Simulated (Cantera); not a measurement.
A Cantera script and what it prints.

```python
import numpy as np
import cantera as ct

gas_names = [...]  # 123 gases of nasa_gas.yaml made of C, H, O, Si
cond_names = """
    C(gr) C6H6(L) C7H8(L) C8H18(L),n-octa H2O(s) H2O(L) Si(cr) Si(L) SiC(b) SiO2(Lqz) SiO2(hqz) SiO2(L)
""".split()


# ... load() reads the species with a 1 bar reference pressure and builds the phases ...
atoms = {
    'SiC': {'Si': 1, 'C': 1},
    'O2': {'O': 2},
    'H2': {'H': 2},
}
top_T = {'C(gr)': 4500, 'SiC(b)': 3050}  # K; cautious upper limits of use, not melting points


# ... equilibrate(T, P, feed) seeds the gas with the atoms and calls Mixture.equilibrate('TP', solver="vcs", rtol=1e-11, max_steps=5000) ...
results = []
feed = {'SiC': 1, 'O2': 0.026, 'H2': 880}  # mol
T = 1400  # K
P = 13332.2  # Pa
mix = equilibrate(T, P, feed)
results.append((T, P, feed, dict(zip(mix.species_names, mix.species_moles))))
print(gas.report(threshold=1e-05))
for i in range(1, mix.n_phases):
    print(f"{mix.phase(i).name:16s} {mix.phase_moles(i):12.5e} mol")
```

It prints:

```
       temperature   1400 K
          pressure   13332 Pa
           density   0.0023117 kg/m^3
  mean mol. weight   2.0183 kg/kmol
   phase of matter   gas

                          1 kg             1 kmol
                     ---------------   ---------------
          enthalpy        1.6407e+07        3.3114e+07  J
   internal energy        1.0639e+07        2.1474e+07  J
           entropy             95843        1.9344e+05  J/K
    Gibbs function       -1.1777e+08       -2.3771e+08  J
 heat capacity c_p             15831             31952  J/K
 heat capacity c_v             11711             23637  J/K

                      mass frac. Y      mole frac. X     chem. pot. / RT
                     ---------------   ---------------   ---------------
               CH4        0.00012358        1.5547e-05           -46.514
                CO        0.00029995        2.1613e-05           -48.804
                 H        6.6527e-06        1.3321e-05            -10.21
                H2           0.99876           0.99991           -20.419
               SiO        0.00080983        3.7077e-05           -49.274
     [ +118 minor]        4.9903e-06        4.9523e-07

C(gr)             0.00000e+00 mol
Si(cr)            0.00000e+00 mol
SiC(b)            9.67290e-01 mol
SiO2(hqz)         0.00000e+00 mol
```

Method: chemical equilibrium by Gibbs-energy minimisation in Cantera with the NASA 1993 tables (ideal gas, pure condensed phases).
